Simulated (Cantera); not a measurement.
Input (Python, Cantera):

```python
import numpy as np
import cantera as ct

gas = ct.Solution("gri30.yaml")


def delay(T, t_max=10):
    gas.TPX = T, 101325, {'CH4': 1, 'O2': 2.78, 'N2': 10.4, 'H2O': 2.2}
    reactor = ct.IdealGasConstPressureReactor(gas, clone=False)
    net = ct.ReactorNet([reactor])
    net.rtol, net.atol = 1e-8, 1e-16
    while net.time < t_max:
        t_old, T_old = net.time, reactor.T
        net.step()
        if reactor.T > T + 400:  # ignition: a rise of 400 K
            return t_old + (T + 400 - T_old) / (reactor.T - T_old) * (net.time - t_old)
    return np.nan


taus = []
for T in [1050, 1125, 1200, 1275, 1350, 1425, 1500]:
    taus.append(delay(T))
    print(f"T0 = {T:6g} K   tau = {taus[-1]:.4e} s")
```

Result:

```
T0 =   1050 K   tau = 4.4690e-01 s
T0 =   1125 K   tau = 1.4380e-01 s
T0 =   1200 K   tau = 5.0026e-02 s
T0 =   1275 K   tau = 1.8580e-02 s
T0 =   1350 K   tau = 7.2926e-03 s
T0 =   1425 K   tau = 3.0186e-03 s
T0 =   1500 K   tau = 1.3297e-03 s
```

Cantera simulation using GRI-Mech 3.0 (53 species, 325 reactions); the numbers are that mechanism's predictions, not measurements.
